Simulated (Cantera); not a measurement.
**Transport properties of process gases**

Gas mixture: 100 % N2O, at 20.0 Torr, frozen composition.

Cantera's kinetic-theory transport with the Lennard-Jones parameters of GRI-Mech 3.0, ideal gas; thermal conductivity in the mixture-averaged form. The composition is frozen, though it would react at the higher temperatures.

```tsv
T (K)	ρ (kg/m³)	cp (J/kg/K)	μ (µPa s)	λ (mW/m/K)	Pr	D (cm²/s) NO	D (cm²/s) C2H2	D (cm²/s) H
400	0.0353	970.3	19.5	25.5	0.741	9.82	7.99	63.1
600	0.0235	1101	27.3	40.7	0.739	20.0	16.7	130
800	0.0176	1192	34.0	54.9	0.739	32.8	27.8	215
1000	0.0141	1255	40.0	68.0	0.739	47.8	40.9	315
1200	0.0118	1294	45.5	80.1	0.735	65.0	55.8	428
1400	0.0101	1327	50.5	91.4	0.733	84.1	72.4	555
1600	0.00882	1353	55.2	102	0.732	105	90.7	694
1800	0.00784	1375	59.7	112	0.732	128	110	845
2000	0.00706	1392	64.0	122	0.732	152	132	1010
```
D: mixture-averaged diffusion coefficient of that species in the mixture.
